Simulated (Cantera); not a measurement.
Charge: 1 mol Fe(CO)₅, 0.055 mol H₂, equilibrated at 1000 K.

These are equilibrium values from Cantera (NASA tables, ideal gas, pure condensed phases), not measurements of a reactor. Candidate condensed phases: C, C₆H₆, C₇H₈, C₈H₁₈, Fe, Fe(CO)₅, FeO, Fe(OH)₂, Fe(OH)₃, Fe₂O₃, Fe₃O₄, H₂O; 114 gas species. Condensed phases not in the tables: cementite and carbon dissolved in iron. The numbers say what is thermodynamically allowed, not how fast it happens.

Q: At 75.0 Torr, list the 4 most abundant gas species with their mole fractions, and the condensed phases.

A: CO 0.939, CO₂ 0.0500, H₂ 0.0110, H₂O 0.000409. Condensed: C(graphite) + Fe(α).
